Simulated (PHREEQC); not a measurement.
0.73 g of hydrous ferric oxide (600 m²/g; 0.2 weak and 0.005 strong sites per Fe, Dzombak-Morel constants, diffuse double layer) in 1 kg of water with 0.005 mol/kgw of an inert sodium salt and 0.013 mmol/kgw Na2HAsO4, at 25 °C; the pH is set by adding NaOH or the inert anion's acid. Oxygen is held at 0.21 atm. CO2 from the air is kept out. Precipitation was switched off in this run.

Base run: PHREEQC, ion-association model, wateq4f.dat. Each further column changes one thing. The table gives surface potential ψ (mV).

| pH | base | background salt from 0.005 to 0.0005 mol/kgw | oxide from 0.73 to 3.6 g/kgw |
|---|---|---|---|
| 3 | 213 | 233 | 206 |
| 3.67 | 201 | 221 | 197 |
| 4.33 | 181 | 199 | 180 |
| 5 | 156 | 170 | 156 |
| 5.67 | 127 | 136 | 128 |
| 6.33 | 95 | 100 | 97 |
| 7.67 | 22 | 23 | 24 |
| 8.33 | -15 | -15 | -13 |
| 9 | -52 | -54 | -50 |
| 9.67 | -88 | -92 | -86 |
| 10.33 | -120 | -127 | -119 |
| 11 | -148 | -156 | -147 |

The oxide is taken as insoluble; below pH 4 it would dissolve.
